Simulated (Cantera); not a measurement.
Input (Python, Cantera):

```python
import numpy as np
import cantera as ct

gas = ct.Solution("gri30.yaml")


def delay(T, t_max=10):
    gas.TPX = T, 101325, {'CH4': 1, 'O2': 4.35, 'N2': 19.6}
    reactor = ct.IdealGasConstPressureReactor(gas, clone=False)
    net = ct.ReactorNet([reactor])
    net.rtol, net.atol = 1e-8, 1e-16
    while net.time < t_max:
        t_old, T_old = net.time, reactor.T
        net.step()
        if reactor.T > T + 400:  # ignition: a rise of 400 K
            return t_old + (T + 400 - T_old) / (reactor.T - T_old) * (net.time - t_old)
    return np.nan


taus = []
for T in [1075, 1150, 1225, 1300, 1375, 1450, 1525, 1600]:
    taus.append(delay(T))
    print(f"T0 = {T:6g} K   tau = {taus[-1]:.4e} s")
```

Result:

```
T0 =   1075 K   tau = 2.4157e-01 s
T0 =   1150 K   tau = 7.4122e-02 s
T0 =   1225 K   tau = 2.4936e-02 s
T0 =   1300 K   tau = 9.1903e-03 s
T0 =   1375 K   tau = 3.7214e-03 s
T0 =   1450 K   tau = 1.6653e-03 s
T0 =   1525 K   tau = 8.2457e-04 s
T0 =   1600 K   tau = 4.4725e-04 s
```

Cantera simulation using GRI-Mech 3.0 (53 species, 325 reactions); the numbers are that mechanism's predictions, not measurements.
